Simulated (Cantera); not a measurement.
Cantera run, input and output.

```python
import numpy as np
import cantera as ct

gas = ct.Solution("h2o2.yaml")
gas.TPX = 975, 20000, {'H2': 0.62, 'O2': 1, 'N2': 0.56}
inlet = ct.Reservoir(gas, clone=True)

reactor = ct.IdealGasConstPressureReactor(gas, energy="off", clone=False)
exhaust = ct.Reservoir(gas, clone=True)
tau = [2.9, 0.97, 0.32, 0.1, 0.034, 0.011, 0.0037, 0.0012, 0.00039][0]
for a, b in ((inlet, reactor), (reactor, exhaust)):
    ct.MassFlowController(a, b, mdot=lambda t: reactor.mass / tau)
net = ct.ReactorNet([reactor])
show = ['H2', 'O2', 'H', 'H2O2', 'OH', 'HO2']

rows = []
print(f"{'tau/s':>10s}{'T/K':>9s}" + "".join(f"{s:>11s}" for s in show))
for tau in [2.9, 0.97, 0.32, 0.1, 0.034, 0.011, 0.0037, 0.0012, 0.00039]:
    net.initial_time = 0.0
    net.advance(30 * tau)
    before = gas.X
    net.advance(40 * tau)
    drift = np.max(np.abs(gas.X - before) / (gas.X + 1e-9))
    rows.append([gas.T, *gas[show].X, drift])
    print(f"{tau:10.3e}{gas.T:9.1f}" + "".join(f"{x:11.3e}" for x in gas[show].X))
```

Output:

```
     tau/s      T/K         H2         O2          H       H2O2         OH        HO2
 2.900e+00    975.0  5.915e-03  3.708e-01  1.169e-06  1.058e-04  5.934e-06  5.676e-05
 9.700e-01    975.0  9.393e-03  3.718e-01  3.344e-06  1.255e-04  1.098e-05  7.916e-05
 3.200e-01    975.0  1.225e-02  3.727e-01  9.886e-06  8.985e-05  2.531e-05  9.716e-05
 1.000e-01    975.0  1.569e-02  3.738e-01  3.126e-05  4.994e-05  6.271e-05  1.131e-04
 3.400e-02    975.0  2.101e-02  3.754e-01  9.091e-05  2.900e-05  1.356e-04  1.290e-04
 1.100e-02    975.0  3.019e-02  3.781e-01  2.757e-04  1.720e-05  2.832e-04  1.456e-04
 3.700e-03    975.0  4.431e-02  3.822e-01  7.944e-04  1.132e-05  5.440e-04  1.583e-04
 1.200e-03    975.0  6.687e-02  3.886e-01  2.310e-03  8.524e-06  1.006e-03  1.639e-04
 3.900e-04    975.0  1.007e-01  3.982e-01  6.325e-03  7.153e-06  1.711e-03  1.576e-04
```

Model: the H2/O2 subset of GRI-Mech 3.0, which has no nitrogen chemistry, integrated in Cantera. The temperature is held fixed by assumption; the heat of reaction is taken as removed at once.
